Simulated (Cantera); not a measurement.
A closed system holds: 1 mol Al, 0.29 mol H2O, 170 mol H2, equilibrated at 91.0 mbar.

Method: chemical equilibrium by Gibbs-energy minimisation in Cantera with the NASA 1993 tables (ideal gas, pure condensed phases). Candidate condensed phases: Al, Al2O3, H2O; 19 gas species. Mutual solubility and eutectic melting of coexisting phases are not modelled. The numbers say what is thermodynamically allowed, not how fast it happens. All values below are at 1423 K.

Base state: H2 1.000, Al 3.81e-5, H 2.20e-5, Al2O 2.01e-5, AlH 1.90e-5 (mole fractions); condensed: Al(l) + Al2O3(s).

Question: What changes in the equilibrium state with this change: Al replaced by AlCl3?

Answer: 
```csv
species,before,after
H2,1.000,0.987
HCl,0,0.00853
AlCl,0,0.00227
AlCl3,0,0.00181
AlCl2,0,0.000623
"Al(l), mol",0.792,0
"Al2O3(s), mol",0.0955,0.0967
```
The tables' values for AlCl2 are old estimates; treat these amounts as uncertain. Further candidate phases: AlCl3.
